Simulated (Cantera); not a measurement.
What does this Cantera script print?

```python
import numpy as np
import cantera as ct

gas = ct.Solution("h2o2.yaml")


def delay(T, t_max=10):
    gas.TPX = T, 150000, {'H2': 1, 'O2': 0.725, 'N2': 2.72}
    reactor = ct.IdealGasConstPressureReactor(gas, clone=False)
    net = ct.ReactorNet([reactor])
    net.rtol, net.atol = 1e-8, 1e-16
    while net.time < t_max:
        t_old, T_old = net.time, reactor.T
        net.step()
        if reactor.T > T + 400:  # ignition: a rise of 400 K
            return t_old + (T + 400 - T_old) / (reactor.T - T_old) * (net.time - t_old)
    return np.nan


taus = []
for T in [1125, 1200, 1275, 1350, 1425, 1500, 1575, 1650]:
    taus.append(delay(T))
    print(f"T0 = {T:6g} K   tau = {taus[-1]:.4e} s")

# d ln(tau) / d ln(k), from doubling and halving each rate constant
T, sens = 1275, []
for i in range(gas.n_reactions):
    gas.set_multiplier(2.0, i)
    up = delay(T)
    gas.set_multiplier(0.5, i)
    down = delay(T)
    gas.set_multiplier(1.0, i)
    sens.append((np.log(up / down) / np.log(4.0), gas.reaction(i).equation))
sens.sort(key=lambda x: -abs(x[0]))
print(f"sensitivities at {T} K")
for s, eq in sens[:10]:
    print(f"{s:8.3f}  {eq}")
```

Result:

```
T0 =   1125 K   tau = 5.4548e-05 s
T0 =   1200 K   tau = 3.2852e-05 s
T0 =   1275 K   tau = 2.2732e-05 s
T0 =   1350 K   tau = 1.7186e-05 s
T0 =   1425 K   tau = 1.3932e-05 s
T0 =   1500 K   tau = 1.1990e-05 s
T0 =   1575 K   tau = 1.0875e-05 s
T0 =   1650 K   tau = 1.0322e-05 s
sensitivities at 1275 K
  -0.656  H + O2 <=> O + OH
  -0.181  H2 + O <=> H + OH
  -0.091  H2 + OH <=> H + H2O
  -0.049  H + HO2 <=> H2 + O2
  -0.040  H + O2 + H2O <=> HO2 + H2O
   0.026  H + O2 + N2 <=> HO2 + N2
   0.017  H + O2 + M <=> HO2 + M
  -0.015  H + HO2 <=> 2 OH
  -0.012  H + OH + M <=> H2O + M
   0.007  H + O2 + O2 <=> HO2 + O2
```

Computed with Cantera and the H2/O2 subset of GRI-Mech 3.0, which has no nitrogen chemistry. Where the delays flatten at high temperature, the 400 K rule measures the pace of heat release, not the induction time.
